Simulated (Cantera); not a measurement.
# Stirred combustor or abatement burner

A perfectly stirred reactor is fed with 8.58 % CH3OH, 19.2 % O2, 72.2 % N2, equivalence ratio 0.67, at 1000000 Pa; it is adiabatic with a 325 K inlet, and is followed from long to short residence time, starting on the burning branch (τ in s: 0.027, 0.015, 0.0085, 0.0048, 0.0027, 0.0015, 0.00085, 0.00048, 0.00027, 0.00015, 8.5e-05, 4.8e-05, 2.7e-05).

Cantera simulation using GRI-Mech 3.0 (53 species, 325 reactions); the numbers are that mechanism's predictions, not measurements. GRI-Mech 3.0 was tuned for natural gas; its chemistry of methanol as a main component is partial and can be far from experiment.

| τ (s) | T (K) | x CH3OH | x O2 | x CO | x H | x C2H4 |
|---|---|---|---|---|---|---|
| 0.027 | 1857 | 3.15e-6 | 0.0608 | 0.000240 | 2.63e-6 | 2.80e-12 |
| 0.015 | 1855 | 5.06e-6 | 0.0608 | 0.000363 | 3.98e-6 | 5.16e-12 |
| 0.0085 | 1853 | 7.87e-6 | 0.0609 | 0.000543 | 6.20e-6 | 8.55e-12 |
| 0.0048 | 1850 | 1.21e-5 | 0.0610 | 0.000816 | 9.92e-6 | 1.34e-11 |
| 0.0027 | 1846 | 1.86e-5 | 0.0612 | 0.00123 | 1.62e-5 | 2.04e-11 |
| 0.0015 | 1840 | 2.88e-5 | 0.0615 | 0.00188 | 2.67e-5 | 3.18e-11 |
| 0.00085 | 1831 | 4.42e-5 | 0.0620 | 0.00284 | 4.33e-5 | 5.18e-11 |
| 0.00048 | 1818 | 6.89e-5 | 0.0628 | 0.00435 | 6.91e-5 | 9.51e-11 |
| 0.00027 | 1796 | 0.000112 | 0.0641 | 0.00686 | 0.000107 | 2.12e-10 |
| 0.00015 | 1754 | 0.000216 | 0.0671 | 0.0121 | 0.000153 | 6.80e-10 |
| 8.5e-5 | 325 | 0.0858 | 0.192 | <1e-12 | <1e-12 | <1e-12 |
| 4.8e-5 | 325 | 0.0858 | 0.192 | <1e-12 | <1e-12 | <1e-12 |
| 2.7e-5 | 325 | 0.0858 | 0.192 | <1e-12 | <1e-12 | <1e-12 |
x: mole fraction; the columns are a selection and need not sum to one.
